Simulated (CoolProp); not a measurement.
The numbers come from the reference Helmholtz-energy equation of state, Tillner-Roth 1994 in CoolProp.

**Question.** For R134a, give the phase and the cp (kJ/(kg K)) at 382.2 K and 0.395 bar.

**Answer.** 
- 382.2 K and 0.395 bar: gas; cp 0.978
